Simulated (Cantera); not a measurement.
Charge: 1 mol C2H5OH, a varied amount of CO2, 0.8 mol H2, at 3.90 bar.

Cantera equilibrium calculation (NASA polynomials, part measured and part estimated; ideal gas, pure solids and liquids). Candidate condensed phases: C, C6H6, C7H8, C8H18, H2O; 110 gas species. Equilibrium is a limit: real reactors are often held back by kinetics, nucleation or transport.

Stable condensed phases, one row left out:

```
T in K \ n(CO2) in mol
         0.55 0.66  0.8 0.97  1.2  1.4  1.7  2.1  2.5    3
   1248     A    A    A    A    B    B    B    B    B    B
   1198     A    A    A    A    B    B    B    B    B    B
   1148     A    A    A    A    A    B    B    B    B    B
   1048     A    A    A    A    A    A    A    A    A    B
    998     A    A    A    A    A    A    A    A    A    A
    948     A    A    A    A    A    A    A    A    A    A
    898     A    A    A    A    A    A    A    A    A    A
    848     A    A    A    A    A    A    A    A    A    A
    798     A    A    A    A    A    A    A    A    A    A
    748     A    A    A    A    A    A    A    A    A    A
    698     A    A    A    A    A    A    A    A    A    A
```

A: C; B: gas only.

### Question
Give the row for 1098 K.

### Answer
0.55: C; 0.66: C; 0.8: C; 0.97: C; 1.2: C; 1.4: C; 1.7: C; 2.1: gas only; 2.5: gas only; 3: gas only.
